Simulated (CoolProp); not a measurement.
Values from CoolProp's reference Helmholtz-energy equation of state, Zhou 2014.

For cyclohexane, give the phase and the density (kg/m³), cv (kJ/(kg K)), Joule-Thomson coefficient (K/MPa), isothermal compressibility (1/MPa) at 223.05 °C and 54.4 bar.


- 223.05 °C and 54.4 bar: liquid; density 563, cv 2.27, Joule-Thomson coefficient 0.216, isothermal compressibility 0.00978
